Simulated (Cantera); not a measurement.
Cantera run:

```python
import numpy as np
import cantera as ct

gas_names = """
    NO2 H2O2 VO2 NH3
""".split()
cond_names = """
    V(cr) V(L)
""".split()


# ... load() reads the species with a 1 bar reference pressure and builds the phases ...
species = {s.name: s for s in load("nasa_gas.yaml", gas_names) + load("nasa_condensed.yaml", cond_names)}
# Each term lists the table entries of one substance; the one whose range holds T is used.
reactions = {
    '2 NO2(g) + 5 V + 3 H2O2(g) = 5 VO2(g) + 2 NH3(g)':
        [(-2, ['NO2']), (-5, ['V(cr)', 'V(L)']), (-3, ['H2O2']), (5, ['VO2']), (2, ['NH3'])],
}


def pick(names, T):
    return next(species[n] for n in names if species[n].thermo.min_temp <= T <= species[n].thermo.max_temp)


results = []
for label, terms in reactions.items():
    print(label)
    print("     T/K   dH/kJ  dS/(J/K)   dG/kJ   log10 K")
    for T in [1300, 1350, 1400, 1450, 1500, 1550]:
        used = [(nu, pick(names, T)) for nu, names in terms]
        dH = sum(nu * s.thermo.h(T) for nu, s in used) / 1e6
        dS = sum(nu * s.thermo.s(T) for nu, s in used) / 1e3
        dG = dH - T * dS / 1e3
        logK = -dG * 1e6 / (ct.gas_constant * T * np.log(10))
        results.append((label, T, dH, dS, dG, logK, [s.name for _, s in used]))
        print(f"{T:8g} {dH:8.1f} {dS:8.1f} {dG:8.1f} {logK:8.2f}")
```

It prints:

```
2 NO2(g) + 5 V + 3 H2O2(g) = 5 VO2(g) + 2 NH3(g)
     T/K   dH/kJ  dS/(J/K)   dG/kJ   log10 K
    1300   -961.5    319.4  -1376.8    55.32
    1350   -964.9    316.8  -1392.7    53.88
    1400   -968.5    314.3  -1408.4    52.55
    1450   -972.2    311.7  -1424.1    51.30
    1500   -976.0    309.1  -1439.6    50.13
    1550   -980.0    306.5  -1455.0    49.03
```

Source: NASA polynomial tables (part measured, part estimated), evaluated in Cantera. Condensed species are held in their standard states even where they would react or evaporate.
